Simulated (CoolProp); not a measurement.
The fluid at 293.15 K and 0.264 MPa expands adiabatically to 0.0209 MPa with isentropic efficiency 1. The same conditions are run with several fluids, on thermodynamics alone (safety and materials aside).

Computed with CoolProp (reference Helmholtz-energy equation of state of each fluid (CH3F (R41): Lemmon 2006; fluorine: de Reuck 1990; C3F8 (R218): Lemmon 2006; R507A: Lemmon 2003; normal hydrogen: Leachman 2009)). Blends and air are pseudo-pure fits.

Q: Rank CH3F (R41), fluorine, C3F8 (R218), R507A, normal hydrogen by work (kJ/kg), highest first.

A: normal hydrogen (2150), CH3F (R41) (134), fluorine (117), R507A (53.2), C3F8 (R218) (29.6)

| fluid | final temperature (K) | final phase | final density (kg/m³) |
|---|---|---|---|
| CH3F (R41) | 170.2 | two-phase, vapour fraction 0.980 | 0.521 |
| fluorine | 144.8 | gas | 0.661 |
| C3F8 (R218) | 250.0 | gas | 1.91 |
| R507A | 220.6 | gas | 1.14 |
| normal hydrogen | 134.4 | gas | 0.0377 |
